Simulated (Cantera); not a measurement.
Feed: 1 mol AlCl₃, 100 mol NH₃, 46 mol N₂, held at 0.000520 bar.

These are equilibrium values from Cantera (NASA tables, ideal gas, pure condensed phases), not measurements of a reactor. Candidate condensed phases: Al, AlCl₃, AlN, NH₄Cl; 20 gas species. Kinetics and transport are ignored.

Which condensed phases are stable at each of these points (T (°C)): 977, 1052, 1127, 1202, 1277, 1352, 1427?


```
T (°C)  condensed phases  Al condensed (%)
------  ----------------  ----------------
977               AlN(s)              94.6
1052              AlN(s)              78.8
1127              AlN(s)              19.1
1202            gas only               0.0
1277            gas only               0.0
1352            gas only               0.0
1427            gas only               0.0
```

From 977 °C to 1127 °C the condensed part is AlN(s). From 1202 °C to 1427 °C nothing is condensed.
